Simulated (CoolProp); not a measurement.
Vapour-liquid equilibrium of benzene (1) + octamethylcyclotetrasiloxane (D4) (2) at 0.883 MPa; x and y are mole fractions of (1).

Values from CoolProp's multi-fluid Helmholtz-energy mixture model, Thol 2012 and Thol 2015; pair parameters Bell 2016.

Question: Give the bubble temperature and the first vapour's composition at x = 0.2, 0.35, 0.8. Is there an azeotrope?

Answer: x = 0.2: 531.6 K, y = 0.409; x = 0.35: 509.3 K, y = 0.656; x = 0.8: 459.3 K, y = 0.961. No azeotrope shows between x = 0.05 and 0.95.

The pair parameters rest on a limited set of measurements; away from them the model extrapolates.
